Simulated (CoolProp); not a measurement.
The fluid at 298.15 K and 0.00458 MPa is throttled through a valve to 0.00101 MPa with no heat exchange. The same conditions are run with several fluids, on thermodynamics alone (safety and materials aside).

Values from CoolProp's reference Helmholtz-energy equation of state of each fluid (dimethyl carbonate: Zhou 2011; cis-2-butene: Lemmon 2005; R1233zd(E): Akasaka 2022; R11: Jacobsen 1992; R143a: Lemmon and Jacobsen 2000).

```json
[
 {"fluid": "dimethyl carbonate", "final density (kg/m³)": "0.0367"},
 {"fluid": "cis-2-butene", "final density (kg/m³)": "0.0229"},
 {"fluid": "R1233zd(E)", "final density (kg/m³)": "0.0532"},
 {"fluid": "R11", "final density (kg/m³)": "0.0560"},
 {"fluid": "R143a", "final density (kg/m³)": "0.0343"}
]
```
